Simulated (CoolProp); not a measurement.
Vapour-liquid equilibrium of CH2F2 (R32) (1) + R227EA (2) at -67.85 °C; x and y are mole fractions of (1).

Computed with CoolProp (multi-fluid Helmholtz-energy mixture model, Tillner-Roth 1997 and Lemmon 2016; pair parameters Bell 2016).

```json
[
 {"x": "0.05", "bubble pressure (kPa)": "8.277", "y at the bubble point": "0.372", "dew pressure at overall composition x (kPa)": "5.719", "liquid density (mol/L)": "10.39"},
 {"x": "0.2", "bubble pressure (kPa)": "16.64", "y at the bubble point": "0.734", "dew pressure at overall composition x (kPa)": "6.681", "liquid density (mol/L)": "11.50"},
 {"x": "0.35", "bubble pressure (kPa)": "23.63", "y at the bubble point": "0.842", "dew pressure at overall composition x (kPa)": "8.034", "liquid density (mol/L)": "12.83"},
 {"x": "0.5", "bubble pressure (kPa)": "28.83", "y at the bubble point": "0.892", "dew pressure at overall composition x (kPa)": "10.07", "liquid density (mol/L)": "14.46"},
 {"x": "0.65", "bubble pressure (kPa)": "32.75", "y at the bubble point": "0.923", "dew pressure at overall composition x (kPa)": "13.50", "liquid density (mol/L)": "16.51"},
 {"x": "0.8", "bubble pressure (kPa)": "36.17", "y at the bubble point": "0.950", "dew pressure at overall composition x (kPa)": "20.37", "liquid density (mol/L)": "19.15"},
 {"x": "0.95", "bubble pressure (kPa)": "39.80", "y at the bubble point": "0.985", "dew pressure at overall composition x (kPa)": "36.14", "liquid density (mol/L)": "22.69"}
]
```

No azeotrope shows between x = 0.05 and 0.95.

Pair parameters are fitted to limited data, so mixtures are less certain than the pure fluids.
